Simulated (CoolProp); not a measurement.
Isobutane along the isobar 14.2 bar: fugacity coefficient from the reference equation and from simpler models built on Tc = 134.7 °C, pc = 36.29 bar, ω = 0.184; each cubic takes its own stable root.

The numbers come from the reference Helmholtz-energy equation of state, Bücker 2006 in CoolProp.

```
T (°C)   phase  reference  van der Waals  Soave-Redlich-Kwong  Peng-Robinson
------  ------  ---------  -------------  -------------------  -------------
69.65   liquid     0.6353         0.8240               0.6458         0.6305
84.55      gas     0.7984         0.8413               0.8024         0.7892
99.45      gas     0.8244         0.8562               0.8261         0.8130
114.35     gas     0.8458         0.8693               0.8464         0.8334
129.25     gas     0.8639         0.8808               0.8638         0.8511
144.15     gas     0.8793         0.8909               0.8790         0.8665
159.05     gas     0.8925         0.9000               0.8923         0.8800
173.95     gas     0.9039         0.9081               0.9039         0.8920
188.85     gas     0.9139         0.9154               0.9142         0.9026
203.85     gas     0.9228         0.9220               0.9234         0.9120
```

At some of these states van der Waals gives the other phase, because its saturation line lies elsewhere.
